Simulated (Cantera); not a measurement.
What does this Cantera script print?

```python
import numpy as np
import cantera as ct

gas_names = """
    N NO NO2 NO3 N2 N2O O O2 O3 Si SiN SiO SiO2 Si2 Si2N Si3
""".split()
cond_names = """
    Si(cr) Si(L) SiO2(Lqz) SiO2(hqz) SiO2(L) Si2N2O(s) Si3N4(a)
""".split()


def load(file, names, dense=False):
    # The tables refer to 1 bar. Condensed volumes are neglected.
    table = {s.name: s for s in ct.Species.list_from_file(file)}
    out = []
    for n in names:
        d = dict(table[n].input_data)
        d["thermo"] = dict(d["thermo"], **{"reference-pressure": 1e5})
        if dense:
            d["equation-of-state"] = {"model": "constant-volume", "density": "1e6 g/cm^3"}
        out.append(ct.Species.from_dict(d))
    return out


gas = ct.Solution(thermo="ideal-gas", species=load("nasa_gas.yaml", gas_names))
cond = {s.name: ct.Solution(thermo="fixed-stoichiometry", species=[s], name=s.name)
        for s in load("nasa_condensed.yaml", cond_names, dense=True)}
atoms = {
    'Si3N4': {'Si': 3, 'N': 4},
    'N2O': {'N': 2, 'O': 1},
    'N2': {'N': 2},
}
top_T = {'Si2N2O(s)': 2100, 'Si3N4(a)': 2400}  # K; cautious upper limits of use, not melting points


def equilibrate(T, P, feed):
    n = {}
    for name, mol in feed.items():
        for a, k in atoms[name].items():
            n[a] = n.get(a, 0.0) + k * mol
    gas.TPX = T, P, n
    mass = sum(n.values()) * gas.mean_molecular_weight
    gas.equilibrate("TP")
    valid = [c for c in cond.values() if c.min_temp <= T <= top_T.get(c.name, c.max_temp)]
    mix = ct.Mixture([(gas, mass / gas.mean_molecular_weight)] + [(c, 0.0) for c in valid])
    mix.T, mix.P = T, P
    mix.equilibrate("TP", solver="vcs", rtol=1e-11, max_steps=5000)
    return mix


results = []
feed = {'Si3N4': 1, 'N2O': 1.9, 'N2': 1.2}  # mol
P = 0.33  # Pa
for T in [1073, 1123, 1173, 1223, 1273, 1323, 1373, 1423, 1473, 1523, 1573, 1623]:
    mix = equilibrate(T, P, feed)
    results.append((T, P, feed, dict(zip(mix.species_names, mix.species_moles))))
    x = sorted(zip(gas.X, gas.species_names), reverse=True)
    print(f"T = {T:g} K  P = {P:g} Pa  gas = {mix.phase_moles(0):.4g} mol")
    print("   x: " + "  ".join(f"{s} {v:.3e}" for v, s in x if v > 1e-05))
    print("   condensed (mol): " + ("  ".join(f"{mix.phase(i).name} {mix.phase_moles(i):.4g}"
          for i in range(1, mix.n_phases) if mix.phase_moles(i) > 1e-12) or "none"))
```

Output:

```
T = 1073 K  P = 0.33 Pa  gas = 3.733 mol
   x: N2 1.000e+00
   condensed (mol): SiO2(hqz) 0.2667  Si2N2O(s) 1.367
T = 1123 K  P = 0.33 Pa  gas = 3.734 mol
   x: N2 9.999e-01  SiO 5.640e-05
   condensed (mol): SiO2(hqz) 0.2666  Si2N2O(s) 1.367
T = 1173 K  P = 0.33 Pa  gas = 3.736 mol
   x: N2 9.994e-01  SiO 5.725e-04
   condensed (mol): SiO2(hqz) 0.266  Si2N2O(s) 1.366
T = 1223 K  P = 0.33 Pa  gas = 3.757 mol
   x: N2 9.952e-01  SiO 4.798e-03
   condensed (mol): SiO2(hqz) 0.2607  Si2N2O(s) 1.361
T = 1273 K  P = 0.33 Pa  gas = 3.912 mol
   x: N2 9.658e-01  SiO 3.420e-02
   condensed (mol): SiO2(hqz) 0.2221  Si2N2O(s) 1.322
T = 1323 K  P = 0.33 Pa  gas = 4.8 mol
   x: N2 8.333e-01  SiO 1.667e-01
   condensed (mol): Si2N2O(s) 1.1
T = 1373 K  P = 0.33 Pa  gas = 4.8 mol
   x: N2 8.333e-01  SiO 1.667e-01
   condensed (mol): Si2N2O(s) 1.1
T = 1423 K  P = 0.33 Pa  gas = 4.805 mol
   x: N2 8.328e-01  SiO 1.668e-01  Si 3.517e-04
   condensed (mol): Si2N2O(s) 1.098
T = 1473 K  P = 0.33 Pa  gas = 7.012 mol
   x: N2 7.274e-01  SiO 2.710e-01  Si 1.659e-03
   condensed (mol): Si(cr) 1.088
T = 1523 K  P = 0.33 Pa  gas = 7.039 mol
   x: N2 7.246e-01  SiO 2.699e-01  Si 5.463e-03  Si2N 1.521e-05
   condensed (mol): Si(cr) 1.061
T = 1573 K  P = 0.33 Pa  gas = 7.119 mol
   x: N2 7.163e-01  SiO 2.669e-01  Si 1.666e-02  Si2N 3.990e-05  Si2 3.498e-05  SiN 2.446e-05
   condensed (mol): Si(cr) 0.98
T = 1623 K  P = 0.33 Pa  gas = 7.35 mol
   x: N2 6.938e-01  SiO 2.585e-01  Si 4.741e-02  Si2 1.361e-04  Si2N 9.744e-05  SiN 5.676e-05  Si3 3.098e-05
   condensed (mol): Si(cr) 0.747
```

Cantera equilibrium calculation (NASA polynomials, part measured and part estimated; ideal gas, pure solids and liquids). Mutual solubility and eutectic melting of coexisting phases are not modelled. The tables' values for SiN are old estimates; treat these amounts as uncertain. The tables hold silica as quartz up to 1696 K and as liquid above; real silica turns to tridymite and cristobalite and melts near 1996 K.
